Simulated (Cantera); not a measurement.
A closed system holds: 1 mol CuO, 3.6 mol CO, 0.14 mol N2, held at 998.15 K and 0.133 bar.

Equilibrium computed with Cantera from the NASA thermochemical tables; the gas is ideal and each condensed phase is pure. Candidate condensed phases: C, Cu, CuO, Cu2O; 27 gas species. Kinetics and transport are ignored.

Base state: CO 0.695, CO2 0.267, N2 0.0374 (mole fractions); condensed: Cu(s).

Question: What changes in the equilibrium state with this change: temperature from 998.15 K to 2025 K?

Answer: 
```csv
species,before,after
CO,0.695,0.667
CO2,0.267,0.256
Cu,<1e-9,0.0406
N2,0.0374,0.0359
Cu2,<1e-9,0.000183
"Cu(s), mol",1.00,0
"Cu(l), mol",0,0.840
```
